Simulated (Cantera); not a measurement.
## Equilibrium for carbon deposition, reforming and gasification: C2H4 + H2O + H2

Feed: 1 mol C2H4, 0.29 mol H2O, 3.1 mol H2, equilibrated at 1000 Pa.

Equilibrium computed with Cantera from the NASA thermochemical tables; the gas is ideal and each condensed phase is pure. Candidate condensed phases: C, C6H6, C7H8, C8H18, H2O; 110 gas species. Equilibrium is a limit: real reactors are often held back by kinetics, nucleation or transport.

From 277 °C to 1577 °C the condensed part is C(graphite). The main C-bearing gas is CH4 at 277 °C and CO at 1577 °C.

```
T (°C)   x H2     x CH4     x H2O     x CO       x H     x CO2  x C2H2 (acetylene)     x CH3  n C(graphite)
------  -----  --------  --------  -------  --------  --------  ------------------  --------  -------------
277     0.362     0.555    0.0811  9.48e-5    <1e-12   0.00122              <1e-12    <1e-12         0.0690
377     0.782     0.159    0.0536  0.00269    <1e-12   0.00287              <1e-12    <1e-12           1.23
477     0.923    0.0272    0.0212   0.0253  3.04e-12   0.00357              <1e-12  1.22e-12           1.70
577     0.943   0.00554   0.00315   0.0474  1.99e-10  0.000484            9.00e-12  1.78e-11           1.70
677     0.947   0.00150  0.000448   0.0506   5.42e-9   4.29e-5            2.60e-10  1.43e-10           1.70
777     0.948  0.000515   8.78e-5   0.0510   7.90e-8   5.56e-6             3.92e-9  7.64e-10           1.71
877     0.949  0.000211   2.27e-5   0.0510   7.27e-7   1.03e-6             3.67e-8   3.02e-9           1.71
977     0.949   9.90e-5   7.30e-6   0.0511   4.71e-6   2.51e-7             2.39e-7   9.52e-9           1.71
1077    0.949   5.19e-5   2.78e-6   0.0511   2.32e-5   7.60e-8             1.18e-6   2.52e-8           1.71
1177    0.949   2.97e-5   1.21e-6   0.0511   9.21e-5   2.73e-8             4.63e-6   5.82e-8           1.71
1277    0.949   1.83e-5   5.87e-7   0.0510  0.000307   1.13e-8             1.52e-5   1.20e-7           1.71
1377    0.948   1.19e-5   3.11e-7   0.0510  0.000885   5.22e-9             4.32e-5   2.27e-7           1.71
1477    0.947   8.18e-6   1.78e-7   0.0510   0.00226   2.64e-9            0.000109   3.97e-7           1.71
1577    0.944   5.83e-6   1.08e-7   0.0509   0.00523   1.45e-9            0.000247   6.51e-7           1.71
```
x: gas mole fraction; n: condensed amount in mol.
